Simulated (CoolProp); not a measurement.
Saturation properties of hexamethyldisiloxane (MM) (Tc = 518.7 K, pc = 1.931 MPa, ω = 0.418).

Model: reference Helmholtz-energy equation of state, Thol 2016, in CoolProp.

```csv
T (K),p (MPa),vapour density (kg/m³),enthalpy of vaporisation (kJ/kg),liquid cp (kJ/(kg K)),surface tension (mN/m)
323,0.01745,1.075,217.5,1.966,13.2
338.6,0.03215,1.908,210.2,2.011,11.9
354.3,0.05564,3.200,202.6,2.057,10.6
370,0.09100,5.104,194.6,2.104,9.34
385.6,0.1415,7.790,186.3,2.153,8.11
401.3,0.2117,11.53,177.3,2.206,6.92
417,0.3060,16.63,167.6,2.262,5.76
432.6,0.4282,23.47,157.0,2.324,4.66
448.3,0.5856,32.75,145.1,2.397,3.61
464,0.7836,45.47,131.4,2.491,2.62
```

It boils at 373.7 K under 1 atm.

Surface tension comes from a separate correlation (Mulero 2014), older than this fluid's equation and unchecked against measurements.
